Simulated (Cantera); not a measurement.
**Adiabatic ignition**

An adiabatic, constant-pressure homogeneous reactor starts with 6.45 % CH₄, 9.68 % O₂, 83.9 % N₂, at 1400 K and 210000 Pa.

Detailed kinetics in Cantera: GRI-Mech 3.0 (53 species, 325 reactions).

```tsv
t (s)	T (K)	x CH₄	x O₂	x OH	x NO	x C₂H₆	x C₂H	x H₂O
3.00e-6	1400	0.0645	0.0968	6.09e-10	<1e-12	<1e-12	<1e-12	5.21e-9
1.55e-5	1400	0.0645	0.0968	1.28e-9	<1e-12	5.84e-11	<1e-12	5.27e-8
8.04e-5	1400	0.0645	0.0968	6.38e-9	<1e-12	1.34e-8	<1e-12	1.04e-6
0.000416	1400	0.0645	0.0967	3.87e-8	<1e-12	5.37e-6	<1e-12	3.30e-5
0.00215	1404	0.0634	0.0961	1.78e-7	<1e-12	0.000224	<1e-12	0.000750
0.0111	2279	<1e-12	2.43e-5	0.000581	8.01e-5	<1e-12	<1e-12	0.0985
0.0577	2279	<1e-12	2.40e-5	0.000579	0.000135	<1e-12	<1e-12	0.0985
0.299	2279	<1e-12	2.39e-5	0.000578	0.000163	<1e-12	<1e-12	0.0985
1.55	2279	<1e-12	2.39e-5	0.000578	0.000163	<1e-12	<1e-12	0.0985
8.00	2279	<1e-12	2.39e-5	0.000578	0.000163	<1e-12	<1e-12	0.0985
```
x: mole fraction; the columns are a selection and need not sum to one.

```
Item                                                                   Value
---------------------------------  -----------------------------------------
time of steepest temperature rise                                    5.20 ms
temperature at 8.00 s                                                 2279 K
equilibrium temperature                                               2279 K
x(CH₄) at 8.00 s                       <1e-12 (gas-phase equilibrium <1e-12)
x(O₂) at 8.00 s                      2.39e-5 (gas-phase equilibrium 2.39e-5)
x(OH) at 8.00 s                    0.000578 (gas-phase equilibrium 0.000578)
```
